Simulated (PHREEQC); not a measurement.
Solution (25 °C): 0.05 mol/kgw CsOH, 0.011 mol/kgw H3BO3 and 0.017 mol/kgw K3PO4. Closed to the air; pH follows from the charge balance.

Equilibrium calculation in PHREEQC: ion-association model, wateq4f.dat.

No solid was allowed to form.

Question: Order these P species by the share of P that they hold, largest first: HPO4-2, KHPO4-, PO4-3.

Answer: PO4-3 (84 %), HPO4-2 (15 %), KHPO4- (0.49 %)

The pH is 12.48 and the ionic strength 0.146 mol/kgw. Complexes and solids missing from the database can't appear. H3PO4, which wateq4f.dat lacks, is added to it with the constant of phreeqc.dat.
